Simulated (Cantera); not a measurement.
A freely propagating, adiabatic, planar premixed flame of H2 : O2 : N2 = 1 : 0.685 : 2.58 (molar parts), equivalence ratio 0.73, unburnt at 450 K and 0.200 bar; mixture-averaged transport, grid criteria slope 0.08 and curve 0.16, no radiation.

Model: the H2/O2 subset of GRI-Mech 3.0, which has no nitrogen chemistry, integrated in Cantera. Burning velocities carry a grid error of a few per cent, more on coarse grids.

Question: Predict: laminar burning velocity; thermal thickness; peak x(H); peak x(OH); peak x(H2O2); peak x(HO2).

Answer: 
* **laminar burning velocity**: 300 cm/s
* **thermal thickness**: 3.32 mm
* **peak x(H)**: 0.0461
* **peak x(OH)**: 0.0138
* **peak x(H2O2)**: 1.42e-5
* **peak x(HO2)**: 0.000128
